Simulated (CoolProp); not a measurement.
A single-stage vapour-compression cycle with the fluid: evaporating at 233.15 K (dew point), condensing at 261.15 K (bubble point), superheat 8 K, subcooling 0 K, compressor efficiency 0.85, no pressure losses. The same conditions are run with several fluids, on thermodynamics alone (safety and materials aside).

Model: reference Helmholtz-energy equation of state of each fluid (dimethyl ether: Wu 2011; propane: Lemmon 2009; sulfur dioxide: Gao 2016; sulfur hexafluoride: Guder 2009; fluoroethane (R161): Wu 2012; cis-2-butene: Lemmon 2005), in CoolProp.

```tsv
fluid	cooling COP	pressure ratio	discharge temperature (K)	refrigerating effect (kJ/kg)	volumetric capacity (kJ/m³)
dimethyl ether	6.38	3.45	293.4	430	501
propane	6.34	2.91	283.5	370	937
sulfur dioxide	6.12	4.29	342.6	382	266
sulfur hexafluoride	5.94	2.60	272.4	85.5	2310
fluoroethane (R161)	6.32	3.19	297.0	380	847
cis-2-butene	6.45	4.05	290.0	406	151
```
